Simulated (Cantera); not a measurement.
A closed system holds: 1 mol Si, 1.5 mol Cl2, 13 mol H2, held at 600 K and 11.0 bar.

Cantera equilibrium calculation (NASA polynomials, part measured and part estimated; ideal gas, pure solids and liquids). Candidate condensed phases: Si; 19 gas species. Kinetics and transport are ignored.

Base state: H2 0.933, SiHCl3 0.0406, SiCl4 0.0229, SiH2Cl2 0.00360, SiH3Cl 6.25e-5, HCl 1.45e-5 (mole fractions); condensed: Si(s).

### Question
What changes in the equilibrium state with this change: Cl2 from 1.5 to 0.55 mol?

### Answer
```
species      before    after
----------  -------  -------
H2            0.933    0.974
SiHCl3       0.0406   0.0170
SiCl4        0.0229  0.00700
SiH2Cl2     0.00360  0.00208
HCl         1.45e-5  1.10e-5
SiH3Cl      6.25e-5  4.95e-5
Si(s), mol   0.0870    0.655
```
